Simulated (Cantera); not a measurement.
What does this Cantera script print?

```python
import numpy as np
import cantera as ct

gas_names = [...]  # 114 gases of nasa_gas.yaml made of C, Fe, H, O
cond_names = """
    C(gr) C6H6(L) C7H8(L) C8H18(L),n-octa Fe(a) Fe(c) Fe(d) Fe(L) FeC5O5(L) FeO(s) FeO(L) Fe(OH)2(s)
    Fe(OH)3(s) Fe2O3(s) Fe3O4(s) H2O(s) H2O(L)
""".split()


# ... load() reads the species with a 1 bar reference pressure and builds the phases ...
atoms = {
    'Fe3O4': {'Fe': 3, 'O': 4},
    'C': {'C': 1},
    'H2': {'H': 2},
}
top_T = {'C(gr)': 4500, 'Fe2O3(s)': 1830, 'Fe3O4(s)': 1870}  # K; cautious upper limits of use, not melting points


# ... equilibrate(T, P, feed) seeds the gas with the atoms and calls Mixture.equilibrate('TP', solver="vcs", rtol=1e-11, max_steps=5000) ...
results = []
feed = {'Fe3O4': 1, 'C': 5.9, 'H2': 0.19}  # mol
T = 1525  # K
P = 101325  # Pa
mix = equilibrate(T, P, feed)
results.append((T, P, feed, dict(zip(mix.species_names, mix.species_moles))))
print(gas.report(threshold=0.0001))
for i in range(1, mix.n_phases):
    print(f"{mix.phase(i).name:16s} {mix.phase_moles(i):12.5e} mol")
```

Result:

```
       temperature   1525 K
          pressure   1.0132e+05 Pa
           density   0.21448 kg/m^3
  mean mol. weight   26.84 kg/kmol
   phase of matter   gas

                          1 kg             1 kmol
                     ---------------   ---------------
          enthalpy       -2.4623e+06       -6.6088e+07  J
   internal energy       -2.9347e+06       -7.8767e+07  J
           entropy            9214.5        2.4731e+05  J/K
    Gibbs function       -1.6514e+07       -4.4324e+08  J
 heat capacity c_p            1307.6             35094  J/K
 heat capacity c_v            997.77             26780  J/K

                      mass frac. Y      mole frac. X     chem. pot. / RT
                     ---------------   ---------------   ---------------
                CO           0.99574           0.95414           -35.566
               CO2        0.00080806        0.00049281           -68.912
                H2         0.0034023          0.045296           -21.732
     [ +111 minor]        4.6395e-05        7.3573e-05

C(gr)             1.90230e+00 mol
Fe(c)             3.00000e+00 mol
FeC5O5(L)         0.00000e+00 mol
FeO(s)            0.00000e+00 mol
Fe2O3(s)          0.00000e+00 mol
Fe3O4(s)          0.00000e+00 mol
```

Method: chemical equilibrium by Gibbs-energy minimisation in Cantera with the NASA 1993 tables (ideal gas, pure condensed phases). Iron dissolves carbon and melts from about 1420 K in contact with it, which pure phases cannot show. Condensed phases not in the tables: cementite and carbon dissolved in iron.
